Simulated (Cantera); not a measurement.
An isothermal plug-flow reactor at 1323 K and 1.00 bar (inlet), inlet velocity 6.6 m/s, active area per volume 400 1/m; feed CH₄ : O₂ : N₂ : H₂O = 0.0023 : 0.085 : 0.79 : 0.0053 (molar parts), equivalence ratio 0.054.

Model: Deutschmann's 1995 Pt surface mechanism with GRI-Mech 3.0 gas chemistry, integrated in Cantera. Catalytic surfaces can have several steady states; this one follows from the mechanism file's or the stated starting coverage. Mass transfer to the wall is taken as infinitely fast.

Question: Predict: x(CH₄) at z = 0.014 m; x(O₂) at z = 0.014 m; x(H₂O) at z = 0.014 m; x(CO₂) at z = 0.014 m; x(CO) at z = 0.014 m; θ(free Pt) at the exit; θ(O*) at the exit.

Answer: 
```
Item                      Value
----------------------  -------
x(CH₄) at z = 0.014 m   0.00110
x(O₂) at z = 0.014 m     0.0935
x(H₂O) at z = 0.014 m   0.00881
x(CO₂) at z = 0.014 m   0.00133
x(CO) at z = 0.014 m    3.83e-6
θ(free Pt) at the exit    0.554
θ(O*) at the exit         0.445
```
